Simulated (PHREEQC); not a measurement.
A solution holds 0.16 mol HF, 0.024 mol NH4HF2 and 0.121 mol H2SiF6 per kg of water, at 25 °C. Closed to the air; pH follows from the charge balance.

All values are PHREEQC results (ion-association model, phreeqc.dat), not measurements.

No solid was allowed to form.

What pH does the model give?

pH 0.77.

In which forms is F present?

SiF6-2 78 %, HF 22 % of the F.

Species that the database lacks are ignored. SiF6-2 is the database's only silicon fluoride.
